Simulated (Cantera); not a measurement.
An isothermal, constant-pressure homogeneous reactor starts with C₂H₆ : N₂ = 1 : 2.2 (molar parts), at 1198 K and 18.0 Pa. Integrator tolerance rtol = 1e-08.

Detailed kinetics in Cantera: GRI-Mech 3.0 (53 species, 325 reactions). GRI-Mech 3.0 stops at C3 and has no aromatics, soot or wall deposition, so with more carbon than oxygen in the feed, carbon stays in small species such as C2H2 where larger ones or solid carbon would form. Radical loss at walls, strong at low pressure, is not modelled.

Question: What does this change do: temperature 1198 to 1950 K?

Answer: 
```
quantity                                              before                                     after
-----------------  -----------------------------------------  ----------------------------------------
x(C₂H₆) at 20.0 s    0.00269 (gas-phase equilibrium 1.38e-9)   8.11e-10 (gas-phase equilibrium <1e-12)
x(HCN) at 20.0 s      1.74e-9 (gas-phase equilibrium 0.0847)     8.18e-5 (gas-phase equilibrium 0.136)
x(C₂H₂) at 20.0 s       0.0454 (gas-phase equilibrium 0.150)       0.191 (gas-phase equilibrium 0.119)
x(C₂H) at 20.0 s   8.19e-10 (gas-phase equilibrium 6.14e-10)  6.31e-5 (gas-phase equilibrium 0.000272)
x(H) at 20.0 s       1.69e-5 (gas-phase equilibrium 8.83e-6)    0.00796 (gas-phase equilibrium 0.0509)
```

Question: What does this change do: C2H6 1 to 0.55 parts?

Answer: 
```csv
quantity,before,after
x(C₂H₆) at 20.0 s,0.00269 (gas-phase equilibrium 1.38e-9),0.00228 (gas-phase equilibrium 5.16e-10)
x(HCN) at 20.0 s,1.74e-9 (gas-phase equilibrium 0.0847),3.32e-9 (gas-phase equilibrium 0.0823)
x(C₂H₂) at 20.0 s,0.0454 (gas-phase equilibrium 0.150),0.0336 (gas-phase equilibrium 0.101)
x(C₂H) at 20.0 s,8.19e-10 (gas-phase equilibrium 6.14e-10),8.56e-10 (gas-phase equilibrium 4.83e-10)
x(H) at 20.0 s,1.69e-5 (gas-phase equilibrium 8.83e-6),1.72e-5 (gas-phase equilibrium 7.62e-6)
```
